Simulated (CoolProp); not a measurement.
Vapour-liquid equilibrium of methanol (1) + water (2) at 0.487 MPa; x and y are mole fractions of (1).

Model: multi-fluid Helmholtz-energy mixture model, de Reuck 1993 and Wagner 2002; pair parameters Bell 2016, in CoolProp.

**Question.** Give the bubble temperature and the first vapour's composition at x = 0.5, 0.8, 0.95. Is there an azeotrope?

**Answer.** x = 0.5: 395.7 K, y = 0.742; x = 0.8: 387.9 K, y = 0.905; x = 0.95: 384.6 K, y = 0.976. No azeotrope shows between x = 0.05 and 0.95.

Pair parameters are fitted to limited data, so mixtures are less certain than the pure fluids.
